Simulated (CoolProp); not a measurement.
CH3F (R41) at 298.15 K and 5.87 MPa is throttled through a valve to 2.46 MPa with no heat exchange. Each further row changes one setting.

The numbers come from the reference Helmholtz-energy equation of state, Lemmon 2006 in CoolProp. It is a short technical equation, of lower accuracy than the large ones.

```
case                       temperature change (K)                       final phase  final density (kg/m³)
-------------------------  ----------------------  --------------------------------  ---------------------
as stated                                   -17.9  two-phase, vapour fraction 0.150                    242
outlet pressure 0.738 MPa                   -58.1  two-phase, vapour fraction 0.349                   40.7
outlet pressure 3.2 MPa                      -7.5  two-phase, vapour fraction 0.062                    420
```
